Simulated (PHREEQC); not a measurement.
Dissolve 0.00088 mol Na2HAsO4, 0.2 mol HCl and 0.00035 mol NaCl per kg of water at 25 °C. Closed to the air; pH follows from the charge balance.

Model: ion-association model, wateq4f.dat, run in PHREEQC.

```json
[
 {"quantity": "pH", "before": "0.80", "after": "-0.16"},
 {"quantity": "SI of Halite (NaCl)", "before": "-5.23", "after": "-4.30"}
]
```

**Question.** Which change was made?
A) 0.03 mol/kgw CO2 added
B) Na2HAsO4 replaced by Na2SiF6 at the same molality
C) NaCl from 0.00035 to 3.5e-05 mol/kgw
D) HCl from 0.2 to 2 mol/kgw
E) temperature from 25 to 85 °C

**Answer.** D, HCl from 0.2 to 2 mol/kgw

No solid was allowed to form. The ionic strength passes 0.7 mol/kgw, the rough limit of the ion-association models, in after.
